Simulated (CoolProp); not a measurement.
A simple Rankine cycle with CH2F2 (R32): condensing at 296.15 K, boiler at 4.09 MPa, turbine inlet 374.9 K, turbine efficiency 0.85, pump efficiency 0.8, no recuperator. Each further row changes one setting.

Computed with CoolProp (reference Helmholtz-energy equation of state, Tillner-Roth 1997).

```tsv
case	thermal efficiency (%)	net work (kJ/kg)	heat in (kJ/kg)	turbine exit temperature (K)	volume ratio over the turbine
as stated	9.3	30.7	330	313.6	2.31
turbine inlet 394.9 K	9.7	34.8	358	333.6	2.30
condensing temperature 288.15 K	11.0	37.8	344	?	2.81
boiler pressure 2.86 MPa	?	?	350	338.0	?
turbine efficiency 0.75	8.1	26.7	330	316.8	?
```

Task: Some entries are withheld; supply them.

Result: 
- condensing temperature 288.15 K, turbine exit temperature (K): 300.7
- boiler pressure 2.86 MPa, thermal efficiency (%): 6.3
- boiler pressure 2.86 MPa, net work (kJ/kg): 22.1
- boiler pressure 2.86 MPa, volume ratio over the turbine: 1.67
- turbine efficiency 0.75, volume ratio over the turbine: 2.36
